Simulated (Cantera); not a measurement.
A closed system holds: 1 mol CH3F, 0.13 mol H2, equilibrated at 27.0 Torr.

These are equilibrium values from Cantera (NASA tables, ideal gas, pure condensed phases), not measurements of a reactor. Candidate condensed phases: C, C6H6, C7H8, C8H18; 95 gas species. Kinetics and transport are ignored.

log p: log10 of the partial pressure in bar; n: condensed amount in mol.

```
T (°C)  log p H  log p HF  log p H2  log p C3  log p F  log p C2H2 (acetylene)  log p C  log p C2H  n C(graphite)
------  -------  --------  --------  --------  -------  ----------------------  -------  ---------  -------------
2500      -2.08     -1.83     -1.91     -4.65    -4.40                   -3.42    -5.31      -4.52          0.939
2550      -2.02     -1.84     -1.94     -4.38    -4.27                   -3.39    -5.07      -4.35          0.926
2600      -1.97     -1.85     -1.98     -4.12    -4.15                   -3.36    -4.84      -4.19          0.908
2650      -1.92     -1.86     -2.03     -3.87    -4.02                   -3.34    -4.62      -4.04          0.884
2700      -1.88     -1.87     -2.08     -3.63    -3.90                   -3.32    -4.41      -3.90          0.847
2750      -1.84     -1.89     -2.14     -3.40    -3.78                   -3.32    -4.20      -3.77          0.790
2800      -1.81     -1.90     -2.21     -3.18    -3.66                   -3.32    -4.00      -3.65              …
2850      -1.79     -1.92     -2.28     -2.96    -3.54                   -3.34    -3.81      -3.53              …
2900      -1.77     -1.95     -2.37     -2.75    -3.43                   -3.37    -3.62      -3.43              …
2950      -1.76     -1.98     -2.47     -2.58    -3.32                   -3.44    -3.45      -3.36              0
3000      -1.74     -2.00     -2.54     -2.59    -3.21                   -3.59    -3.34      -3.40              0
```

**Question.** What belongs in the gaps?

**Answer.** 
- 2800, n C(graphite): 0.700
- 2850, n C(graphite): 0.554
- 2900, n C(graphite): 0.315
